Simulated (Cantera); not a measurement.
Input (Python, Cantera) and output of one run.

```python
import numpy as np
import cantera as ct

gas_names = """
    CL CL2 H HCL H2 Si SiCL SiCL2 SiCL3 SiCL4 SiH SiHCL3 SiH2 SiH2CL2 SiH3 SiH3CL SiH4 Si2 Si3
""".split()
cond_names = """
    Si(cr) Si(L)
""".split()


# ... load() reads the species with a 1 bar reference pressure and builds the phases ...
atoms = {
    'Si': {'Si': 1},
    'HCl': {'H': 1, 'CL': 1},
    'H2': {'H': 2},
}
top_T = {}  # K; cautious upper limits of use, not melting points


# ... equilibrate(T, P, feed) seeds the gas with the atoms and calls Mixture.equilibrate('TP', solver="vcs", rtol=1e-11, max_steps=5000) ...
results = []
feed = {'Si': 1, 'HCl': 0.62, 'H2': 2.2}  # mol
P = 13332.2  # Pa
for T in [800, 875, 950, 1025, 1100, 1175, 1250, 1325, 1400, 1475, 1550]:
    mix = equilibrate(T, P, feed)
    results.append((T, P, feed, dict(zip(mix.species_names, mix.species_moles))))

top = {s: max(r[3][s] / sum(r[3][g] for g in gas_names) for r in results) for s in gas_names}
cols = sorted((s for s in top if top[s] > 1e-05), key=lambda s: -top[s])[:6]
seen = [c for c in cond_names if any(r[3].get(c, 0) > 1e-12 for r in results)]
print("log10 of partial pressures in bar; condensed amounts in mol")
print(f"{'T/K':>10s}" + "".join(f"{s[:9]:>10s}" for s in cols + seen))
for T, P, feed, n in results:
    ng = sum(n[g] for g in gas_names)
    print(f"{T:10.4g}" + "".join(f"{np.log10(max(n[s] / ng * P / 1e5, 1e-99)):10.3f}" for s in cols)
          + "".join(f"{n.get(c, 0):10.4g}" for c in seen))
```

Result:

```
log10 of partial pressures in bar; condensed amounts in mol
       T/K        H2       HCL     SiCL2     SiCL4    SiHCL3     SiCL3    Si(cr)
       800    -0.904    -3.606    -6.296    -2.242    -2.585    -5.292    0.8323
       875    -0.905    -3.209    -5.408    -2.245    -2.601    -4.708    0.8345
       950    -0.907    -2.879    -4.666    -2.256    -2.623    -4.223    0.8381
      1025    -0.910    -2.603    -4.044    -2.280    -2.653    -3.822    0.8437
      1100    -0.915    -2.372    -3.521    -2.327    -2.700    -3.496    0.8506
      1175    -0.922    -2.184    -3.089    -2.411    -2.776    -3.245    0.8575
      1250    -0.930    -2.039    -2.746    -2.556    -2.897    -3.079    0.8619
      1325    -0.939    -1.937    -2.496    -2.790    -3.083    -3.010    0.8619
      1400    -0.946    -1.876    -2.337    -3.122    -3.342    -3.043    0.8588
      1475    -0.950    -1.848    -2.248    -3.527    -3.653    -3.153     0.855
      1550    -0.952    -1.838    -2.201    -3.957    -3.981    -3.301    0.8518
```

These are equilibrium values from Cantera (NASA tables, ideal gas, pure condensed phases), not measurements of a reactor. The tables' values for SiCl3 are old estimates; treat these amounts as uncertain.
